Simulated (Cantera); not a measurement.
Input: 1 mol SiH4, 20 mol NH3, equilibrated at 1477 °C and 120 Torr.

Cantera equilibrium calculation (NASA polynomials, part measured and part estimated; ideal gas, pure solids and liquids). Candidate condensed phases: Si, Si3N4; 18 gas species. The numbers say what is thermodynamically allowed, not how fast it happens.

Problem. What is the equilibrium state?

Solution. 
```
Property                             Result
--------------------------------  ---------
x(H2)                                 0.774
x(N2)                                 0.226
x(H)                               0.000511
x(SiH2)                             3.59e-6
x(Si)                               2.09e-6
x(NH3)                              1.68e-6
n(Si3N4(s))                       0.333 mol
gas amount                        41.34 mol
log10 activity of Si(l) (absent)      -0.65
```
